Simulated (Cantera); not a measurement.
An isothermal, constant-pressure homogeneous reactor starts with H₂ : O₂ : N₂ = 0.53 : 1 : 1.7 (molar parts), equivalence ratio 0.27, at 973 K and 0.600 bar. Integrator tolerance rtol = 1e-08.

Computed with Cantera and GRI-Mech 3.0 (53 species, 325 reactions). The temperature is held fixed by assumption; the heat of reaction is taken as removed at once.

What does this change do: temperature 973 to 800 K?


```csv
quantity,before,after
x(H₂) at 50.0 s,8.91e-9 (gas-phase equilibrium 1.78e-11),0.145 (gas-phase equilibrium <1e-12)
x(O₂) at 50.0 s,0.248 (gas-phase equilibrium 0.248),0.302 (gas-phase equilibrium 0.248)
x(H) at 50.0 s,<1e-12 (gas-phase equilibrium <1e-12),4.30e-9 (gas-phase equilibrium <1e-12)
x(O) at 50.0 s,4.69e-12 (gas-phase equilibrium 4.38e-11),1.05e-9 (gas-phase equilibrium <1e-12)
x(NO) at 50.0 s,4.24e-8 (gas-phase equilibrium 2.15e-5),<1e-12 (gas-phase equilibrium 1.87e-6)
x(H₂O) at 50.0 s,0.179 (gas-phase equilibrium 0.179),0.0193 (gas-phase equilibrium 0.179)
x(N₂O) at 50.0 s,2.14e-8 (gas-phase equilibrium 1.20e-9),1.80e-10 (gas-phase equilibrium 1.33e-10)
```
Below about 950 K walls govern HO2 and H2O2 in real vessels.
